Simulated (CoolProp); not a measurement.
Properties of nitrous oxide along the isotherm 73.55 °C.

The numbers come from the reference Helmholtz-energy equation of state, Lemmon 2006 in CoolProp. It is a short technical equation, of lower accuracy than the large ones.

```json
[
 {"p (MPa)": "1.36", "phase": "gas", "cv (kJ/(kg K))": "0.7495", "speed of sound (m/s)": "279.4", "Joule-Thomson coefficient (K/MPa)": "7.758"},
 {"p (MPa)": "2.72", "phase": "gas", "cv (kJ/(kg K))": "0.7664", "speed of sound (m/s)": "271.8", "Joule-Thomson coefficient (K/MPa)": "7.776"},
 {"p (MPa)": "4.08", "phase": "gas", "cv (kJ/(kg K))": "0.7854", "speed of sound (m/s)": "264.0", "Joule-Thomson coefficient (K/MPa)": "7.763"},
 {"p (MPa)": "5.43", "phase": "gas", "cv (kJ/(kg K))": "0.8071", "speed of sound (m/s)": "256.2", "Joule-Thomson coefficient (K/MPa)": "7.699"},
 {"p (MPa)": "6.79", "phase": "gas", "cv (kJ/(kg K))": "0.8323", "speed of sound (m/s)": "248.5", "Joule-Thomson coefficient (K/MPa)": "7.547"},
 {"p (MPa)": "8.15", "phase": "supercritical", "cv (kJ/(kg K))": "0.8617", "speed of sound (m/s)": "241.3", "Joule-Thomson coefficient (K/MPa)": "7.250"},
 {"p (MPa)": "9.51", "phase": "supercritical", "cv (kJ/(kg K))": "0.8951", "speed of sound (m/s)": "236.0", "Joule-Thomson coefficient (K/MPa)": "6.718"},
 {"p (MPa)": "10.9", "phase": "supercritical", "cv (kJ/(kg K))": "0.9298", "speed of sound (m/s)": "235.1", "Joule-Thomson coefficient (K/MPa)": "5.830"}
]
```
